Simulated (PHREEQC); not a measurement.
## Alkaline etch or developer: speciation

Consider water at 25 °C with 0.39 mol CsOH and 0.00027 mol CO2 per kg of water. Closed to the air; pH follows from the charge balance.

Equilibrium calculation in PHREEQC: ion-association model, wateq4f.dat.

```json
{
 "pH": "13.41",
 "ionic_strength": "0.390 mol/kgw",
 "activity_of_water": "0.987",
 "total_alkalinity": "390 meq/kg"
}
```

```tsv
species	molality	activity	log γ
Cs+	0.390	0.285	-0.136
OH-	0.390	0.254	-0.185
CO3-2	0.000270	6.71e-5	-0.605
HCO3-	7.88e-8	5.56e-8	-0.151
```

This is a speciation only: nothing precipitates in the calculation.
